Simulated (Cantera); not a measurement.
Source: NASA polynomial tables (part measured, part estimated), evaluated in Cantera. Values are per mole of reaction as written; species without (g) are pure solids or liquids, kept so even where they would boil at 1 bar.

Task: Between 300 and 950 K, where is each reaction favourable under standard conditions?
- 6 KCl(g) + 2 NH₃(g) = 6 HCl(g) + 6 K(g) + N₂(g)

Result: 
- 6 KCl(g) + 2 NH₃(g) = 6 HCl(g) + 6 K(g) + N₂(g): ΔG° is 1224 kJ at 300 K and 916 kJ at 950 K; it stays positive (K < 1). ΔH° is 1372 kJ and ΔS° 479 J/K at 950 K.
